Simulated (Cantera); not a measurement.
Mixture: 25.4 % CO, 3.81 % H₂, 20.0 % O₂, 50.8 % N₂, equivalence ratio 0.73, at 3750 Torr, adiabatic and at constant pressure. Ignition delay is the time to a rise of 400 K.

Computed with Cantera and GRI-Mech 3.0 (53 species, 325 reactions). The hydrogen kinetics of GRI-Mech 3.0 are dated; newer H2 mechanisms differ, most at raised pressure. Below about 950 K walls govern HO2 and H2O2 in real vessels.

**Question.** Predict: delay at 850 K; delay at 925 K; delay at 1000 K; delay at 1075 K; delay at 1150 K; delay at 1225 K; delay at 1300 K.

**Answer.** 
```json
{
 "delay at 850 K": "0.305 s",
 "delay at 925 K": "26.2 ms",
 "delay at 1000 K": "2.97 ms",
 "delay at 1075 K": "0.346 ms",
 "delay at 1150 K": "55.1 µs",
 "delay at 1225 K": "22.1 µs",
 "delay at 1300 K": "13.4 µs"
}
```
